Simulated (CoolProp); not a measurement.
R152A at 293.15 K and 0.209 MPa is throttled through a valve to 0.115 MPa with no heat exchange. Each further row changes one setting.

Values from CoolProp's reference Helmholtz-energy equation of state, Outcalt 1996. It is a modified Benedict-Webb-Rubin equation, recast in Helmholtz form.

| case | temperature change (K) | final density (kg/m³) |
|---|---|---|
| as stated | ? | ? |
| outlet pressure 0.0345 MPa | ? | ? |
| outlet pressure 0.15 MPa | ? | 4.24 |

**Question.** What belongs in the gaps?

**Answer.** 
- as stated, temperature change (K): -2.9
- as stated, final density (kg/m³): 3.23
- outlet pressure 0.0345 MPa, temperature change (K): -5.4
- outlet pressure 0.0345 MPa, final density (kg/m³): 0.960
- outlet pressure 0.15 MPa, temperature change (K): -1.8
